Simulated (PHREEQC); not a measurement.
Make-up at 25 °C: 0.0069 mol/kgw HF, 0.24 mol/kgw NH4HF2 and 0.00024 mol/kgw H2SiF6. Closed to the air; pH follows from the charge balance.

Model: ion-association model, wateq4f.dat, run in PHREEQC.

Precipitation was switched off in this run.

Task: Order these F species by the share of F that they hold, largest first: H2F2, HF2-, SiF6-2, F-, HF.

Result: F- (34 %), HF2- (30 %), HF (22 %), H2F2 (13 %), SiF6-2 (0.29 %)

The pH is 3.18 and the ionic strength 0.241 mol/kgw. wateq4f.dat counts part of the HF as a dimer, H2F2, which phreeqc.dat doesn't know; its constant is uncertain. SiF6-2 is the database's only silicon fluoride.
